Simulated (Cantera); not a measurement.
Cantera with NASA thermochemical tables; ideal gases at 1 bar, condensed phases pure. Values are per mole of reaction as written; species without (g) are pure solids or liquids, kept so even where they would boil at 1 bar.

Problem. Between 598 and 848 K, where is each reaction favourable under standard conditions?
- 2 Ta2O5 + NH3(g) → 3 H(g) + 4 TaO2(g) + NO2(g)

Solution. 
- 2 Ta2O5 + NH3(g) → 3 H(g) + 4 TaO2(g) + NO2(g): ΔG° is 3294 kJ at 598 K and 2998 kJ at 848 K; it stays positive (K < 1). ΔH° is 3993 kJ and ΔS° 1174 J/K at 848 K.
